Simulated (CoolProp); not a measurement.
Vapour-liquid equilibrium of CH2F2 (R32) (1) + fluoroethane (R161) (2) at 198.5 K; x and y are mole fractions of (1).

The numbers come from the multi-fluid Helmholtz-energy mixture model, Tillner-Roth 1997 and Wu 2012; pair parameters Bell 2016 in CoolProp.

Give the bubble pressure and the first vapour's composition at x = 0.45, 0.55, 0.65. Is there an azeotrope?

x = 0.45: 0.2049 bar, y = 0.633; x = 0.55: 0.2175 bar, y = 0.708; x = 0.65: 0.2294 bar, y = 0.778. No azeotrope shows between x = 0.05 and 0.95.

The pair parameters rest on a limited set of measurements; away from them the model extrapolates.
